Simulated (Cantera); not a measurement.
Feed: 1 mol SiH₂Cl₂, 1200 mol H₂, 4.3 mol HCl, equilibrated at 2273 K and 1400 Pa.

Cantera equilibrium calculation (NASA polynomials, part measured and part estimated; ideal gas, pure solids and liquids). Candidate condensed phases: Si; 19 gas species. The numbers say what is thermodynamically allowed, not how fast it happens.

Base state: H₂ 0.926, H 0.0683, HCl 0.00478, Si 0.000756, Cl 0.000255, SiH 3.32e-5 (mole fractions); condensed: gas only.

Q: What changes in the equilibrium state with this change: temperature from 2273 K to 2450 K?

A: 
| species | before | after |
|---|---|---|
| H₂ | 0.926 | 0.839 |
| H | 0.0683 | 0.156 |
| HCl | 0.00478 | 0.00425 |
| Si | 0.000756 | 0.000736 |
| Cl | 0.000255 | 0.000559 |
| SiH | 3.32e-5 | 2.28e-5 |

Q: What changes in the equilibrium state with this change: H₂ from 1200 to 1.4 mol?

A: 
```
species    before    after
-------  --------  -------
HCl       0.00478    0.496
H₂          0.926    0.295
SiCl₂     6.42e-7    0.114
Cl       0.000255   0.0468
H          0.0683   0.0386
SiCl₃       <1e-9  0.00122
SiCl₄       <1e-9  1.04e-5
SiCl      4.14e-6  0.00402
```
The tables' values for SiCl, SiCl₃ are old estimates; treat these amounts as uncertain.
